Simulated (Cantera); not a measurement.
An adiabatic, constant-pressure homogeneous reactor starts with H₂ : O₂ : N₂ = 1 : 0.581 : 2.19 (molar parts), equivalence ratio 0.86, at 1225 K and 4.93 atm. Integrator tolerance rtol = 1e-08.

Cantera simulation using GRI-Mech 3.0 (53 species, 325 reactions); the numbers are that mechanism's predictions, not measurements. The hydrogen kinetics of GRI-Mech 3.0 are dated; newer H2 mechanisms differ, most at raised pressure.

### Question
What does this change do: constant volume in place of constant pressure?

### Answer
```csv
quantity,before,after
time of steepest temperature rise,12.0 µs,11.7 µs
temperature at 5.00 s,2806 K,3021 K
equilibrium temperature,2806 K,3021 K
x(H₂) at 5.00 s,0.0182 (gas-phase equilibrium 0.0182),0.0251 (gas-phase equilibrium 0.0251)
x(O₂) at 5.00 s,0.0220 (gas-phase equilibrium 0.0220),0.0218 (gas-phase equilibrium 0.0218)
x(N₂O) at 5.00 s,1.25e-6 (gas-phase equilibrium 1.25e-6),2.43e-6 (gas-phase equilibrium 2.43e-6)
x(H₂O₂) at 5.00 s,1.13e-6 (gas-phase equilibrium 1.13e-6),2.23e-6 (gas-phase equilibrium 2.23e-6)
x(NO₂) at 5.00 s,5.30e-6 (gas-phase equilibrium 5.30e-6),8.71e-6 (gas-phase equilibrium 8.71e-6)
x(O) at 5.00 s,0.00371 (gas-phase equilibrium 0.00371),0.00545 (gas-phase equilibrium 0.00545)
```
Above 3000 K some thermodynamic fits are extrapolated.
